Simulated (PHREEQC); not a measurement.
2.3 g of hydrous ferric oxide (600 m²/g; 0.2 weak and 0.005 strong sites per Fe, Dzombak-Morel constants, diffuse double layer) in 1 kg of water with 0.01 mol/kgw of an inert sodium salt and 0.0057 mol/kgw NaH2PO4 and 2.6e-05 mol/kgw ZnCl2, at 25 °C; the pH is set by adding NaOH or the inert anion's acid. Oxygen alone is held at its pressure in air (log pO2 = -0.68). CO2 from the air is kept out. Precipitation was switched off in this run.

The numbers come from PHREEQC with the ion-association model, wateq4f.dat.

```tsv
pH	P sorbed (%)	Zn sorbed (%)	surface charge σ (C/m²)	surface potential ψ (mV)
3	89.2	0.0	0.013	39
3.67	88.9	0.1	0.009	30
4.33	87.9	1.8	0.004	15
5	85.7	27.6	-0.002	-6
5.67	81.9	87.9	-0.009	-29
6.33	76.2	99.3	-0.017	-51
7	67.4	100.0	-0.027	-69
7.67	56.2	100.0	-0.036	-81
8.33	44.9	100.0	-0.044	-88
9	30.5	100.0	-0.054	-95
9.67	16.1	100.0	-0.069	-104
10.33	6.0	100.0	-0.091	-116
11	1.1	100.0	-0.138	-134
```

H3PO4, which wateq4f.dat lacks, is added to it with the constant of phreeqc.dat. The database has no phosphate complexes of Zn. The oxide is taken as insoluble; below pH 4 it would dissolve.
